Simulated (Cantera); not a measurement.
Charge: 1 mol C2H6, 0.074 mol NH3, 1.7 mol H2, 0.07 mol CO2.

Equilibrium computed with Cantera from the NASA thermochemical tables; the gas is ideal and each condensed phase is pure. Candidate condensed phases: C, C6H6, C7H8, C8H18, H2O; 136 gas species. The ideal-gas law is rough above about 30 bar. The numbers say what is thermodynamically allowed, not how fast it happens.

Task: What condenses at these points (T in K, P in Pa): (973, 10000000); (673, 10000000); (2023, 10); (2473, 10000000); (1423, 72)?

Result: 
```json
[
 {"T (K)": "973", "P in Pa": "10000000", "condensed phases": "C", "C condensed (%)": "2.5"},
 {"T (K)": "673", "P in Pa": "10000000", "condensed phases": "gas only", "C condensed (%)": "0.0"},
 {"T (K)": "2023", "P in Pa": "10", "condensed phases": "C", "C condensed (%)": "92.5"},
 {"T (K)": "2473", "P in Pa": "10000000", "condensed phases": "C", "C condensed (%)": "83.9"},
 {"T (K)": "1423", "P in Pa": "72", "condensed phases": "C", "C condensed (%)": "93.2"}
]
```
